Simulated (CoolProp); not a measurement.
The fluid at 298.15 K and 0.718 MPa flows at 0.059 m/s in a round tube of 6 mm bore and 15 µm roughness, fully developed (64/Re and Nu = 3.66 if laminar; Colebrook and Gnielinski if turbulent). The same conditions are run with several fluids, on thermodynamics alone (safety and materials aside).

The numbers come from the reference Helmholtz-energy equation of state of each fluid (ammonia: Gao 2020; R13: Platzer 1990; nitrogen: Span 2000; R410A: Lemmon 2003; CH2F2 (R32): Tillner-Roth 1997) in CoolProp. The equations of Platzer and Polt are older, rougher fits. Blends and air are pseudo-pure fits.

Task: Rank ammonia, R13, nitrogen, R410A, CH2F2 (R32) by Reynolds number, highest first.

Result: R13 (795), R410A (631), CH2F2 (R32) (438), ammonia (191), nitrogen (161)

```
fluid        Darcy friction factor  pressure drop (Pa/m)  heat-transfer coefficient (W/(m² K))  mass flow (kg/h)
-----------  ---------------------  --------------------  ------------------------------------  ----------------
ammonia                      0.334                 0.520                                  15.7            0.0322
R13                         0.0805                 0.758                                  7.73             0.195
nitrogen                     0.398                 0.938                                  15.9            0.0488
R410A                        0.101                 0.687                                  8.57             0.140
CH2F2 (R32)                  0.146                 0.703                                  8.82            0.0998
```

Transport values come from each fluid's own correlations; those of R13, CH2F2 (R32) are estimates that may be off by 10 % or more.
